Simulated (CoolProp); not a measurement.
A simple Rankine cycle with ammonia: condensing at 318.15 K, boiler at 8.42 MPa, turbine inlet 428.8 K, turbine efficiency 0.7, pump efficiency 0.6, no recuperator. Each further row changes one setting.

Computed with CoolProp (reference Helmholtz-energy equation of state, Gao 2020).

```
case                             thermal efficiency (%)  net work (kJ/kg)  heat in (kJ/kg)  turbine exit temperature (K)  volume ratio over the turbine
-------------------------------  ----------------------  ----------------  ---------------  ----------------------------  -----------------------------
as stated                                          10.6               [?]             1200                         318.1                           3.94
turbine inlet 448.8 K                              11.1               [?]             1280                         335.2                            [?]
condensing temperature 310.15 K                    11.7               [?]             1230                         310.1                           4.84
boiler pressure 5.89 MPa                            9.1               117             1280                           [?]                           2.84
turbine efficiency 0.6                              8.9               106             1200                           [?]                           4.06
```

Q: Fill in the missing entries.

A: 
- as stated, net work (kJ/kg): 127
- turbine inlet 448.8 K, net work (kJ/kg): 142
- turbine inlet 448.8 K, volume ratio over the turbine: 3.90
- condensing temperature 310.15 K, net work (kJ/kg): 145
- boiler pressure 5.89 MPa, turbine exit temperature (K): 344.0
- turbine efficiency 0.6, turbine exit temperature (K): 322.1

The expansion ends wet for: as stated; condensing temperature 310.15 K.
